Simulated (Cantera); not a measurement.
Feed: 1 mol SiH₂Cl₂, 360 mol H₂, held at 1302 °C and 1.70 bar.

Cantera equilibrium calculation (NASA polynomials, part measured and part estimated; ideal gas, pure solids and liquids). Candidate condensed phases: Si; 19 gas species. Kinetics and transport are ignored.

Base state: H₂ 0.995, HCl 0.00532, SiCl₂ 9.64e-5, H 3.18e-5 (mole fractions); condensed: Si(s).

Question: What changes in the equilibrium state with this change: H₂ from 360 to 100 mol?

Answer: 
| species | before | after |
|---|---|---|
| H₂ | 0.995 | 0.982 |
| HCl | 0.00532 | 0.0173 |
| SiCl₂ | 9.64e-5 | 0.00103 |
| SiCl₃ | 1.05e-6 | 3.69e-5 |
| SiHCl₃ | 7.54e-7 | 2.62e-5 |
| SiH₂Cl₂ | 3.11e-6 | 3.28e-5 |
| SiH₃Cl | 3.81e-6 | 1.22e-5 |
| H | 3.18e-5 | 3.16e-5 |
| Si(s), mol | 0.960 | 0.883 |
The tables' values for SiCl₃ are old estimates; treat these amounts as uncertain.
